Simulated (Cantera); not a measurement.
A closed system holds: 1 mol SiC, 0.066 mol N₂O, 330 mol H₂, held at 1.65 Torr.

Equilibrium computed with Cantera from the NASA thermochemical tables; the gas is ideal and each condensed phase is pure. Candidate condensed phases: C, C₆H₆, C₇H₈, C₈H₁₈, H₂O, Si, SiC, SiO₂, Si₂N₂O, Si₃N₄; 151 gas species. Mutual solubility and eutectic melting of coexisting phases are not modelled. Equilibrium is a limit: real reactors are often held back by kinetics, nucleation or transport.

Which condensed phases are stable at each of these points (T (K)): 923, 1023, 1123, 1223, 1323, 1423, 1523, 1623, 1723, 1823, 1923, 2023, 2123, 2223?


```
T (K)                  condensed phases  Si condensed (%)
-----  --------------------------------  ----------------
923                  SiC(s) + Si₂N₂O(s)             100.0
1023   C(graphite) + SiC(s) + Si₂N₂O(s)             100.0
1123   C(graphite) + SiC(s) + Si₂N₂O(s)             100.0
1223                 SiC(s) + Si₂N₂O(s)              99.9
1323                 SiC(s) + Si₂N₂O(s)              97.6
1423                             SiC(s)              96.7
1523                             SiC(s)              96.6
1623                             SiC(s)              96.4
1723                             SiC(s)              95.2
1823                             SiC(s)              92.0
1923                             SiC(s)              80.1
2023                             SiC(s)              34.7
2123                           gas only               0.0
2223                           gas only               0.0
```

At 923 K the condensed part is SiC(s) + Si₂N₂O(s). From 1023 K to 1123 K the condensed part is C(graphite) + SiC(s) + Si₂N₂O(s). From 1223 K to 1323 K the condensed part is SiC(s) + Si₂N₂O(s). From 1423 K to 2023 K the condensed part is SiC(s). From 2123 K to 2223 K nothing is condensed.
